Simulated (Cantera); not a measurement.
A freely propagating, adiabatic, planar premixed flame of CH₄ : H₂ : O₂ : N₂ = 1 : 1 : 2.75 : 10.3 (molar parts), unburnt at 375 K and 0.470 bar; multicomponent transport, grid criteria slope 0.08 and curve 0.16, no radiation.

Detailed kinetics in Cantera: GRI-Mech 3.0 (53 species, 325 reactions). Burning velocities carry a grid error of a few per cent, more on coarse grids.

Problem. Predict: laminar burning velocity; thermal thickness; peak x(CH₂); peak x(C₂H₂).

Solution. 
| Item | Value |
|---|---|
| laminar burning velocity | 99.3 cm/s |
| thermal thickness | 0.648 mm |
| peak x(CH₂) | 2.87e-5 |
| peak x(C₂H₂) | 2.12e-5 |
